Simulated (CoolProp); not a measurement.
Properties of R1234yf along the isotherm 100.65 °C (Tc = 94.7 °C, pc = 33.84 bar, ω = 0.276).

Values from CoolProp's reference Helmholtz-energy equation of state, Lemmon 2022.

```csv
p (bar),phase,cv (kJ/(kg K)),Joule-Thomson coefficient (K/MPa),expansivity (1/kK),viscosity (µPa s),Prandtl number,fugacity coefficient
3.63,gas,0.9607,9.447,3.041,15.5,0.800,0.9645
7.25,gas,0.9688,9.854,3.490,15.6,0.817,0.9296
10.9,gas,0.9780,10.32,4.059,15.7,0.838,0.8947
14.5,gas,0.9882,10.85,4.787,15.8,0.866,0.8607
18.1,gas,1.000,11.48,5.769,16.1,0.904,0.8269
21.8,gas,1.014,12.24,7.218,16.5,0.960,0.7924
25.4,gas,1.031,13.14,9.422,17.1,1.04,0.7588
29,gas,1.052,14.25,13.36,18.0,1.19,0.7249
32.6,gas,1.081,15.61,22.64,19.8,1.52,0.6904
36.3,supercritical,1.131,16.25,76.44,25.1,3.45,0.6528
39.9,supercritical,1.112,7.393,58.55,46.5,4.83,0.6111
43.5,supercritical,1.084,4.287,24.21,54.1,3.33,0.5720
47.1,supercritical,1.072,3.119,16.50,58.1,2.94,0.5383
50.8,supercritical,1.063,2.463,12.93,61.2,2.75,0.5083
```

Viscosity comes from a separate model (Bell 2016), an estimate that may be off by 10 % or more. Thermal conductivity comes from a separate model (Perkins 2011).
